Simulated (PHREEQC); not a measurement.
**Buffer**

Dissolve 4.1 mmol/kgw NH4Cl, 1.8 mmol/kgw NaOH and 0.2 mmol/kgw KCl at 25 °C. Closed to the air; pH follows from the charge balance.

All values are PHREEQC results (ion-association model, phreeqc.dat), not measurements.

Precipitation was switched off in this run.

Q: What pH does the model give?

A: pH 9.16.

Q: In which forms is N present?

A: NH4+ 56 %, NH3 44 % of the N.

Complexes and solids missing from the database can't appear.
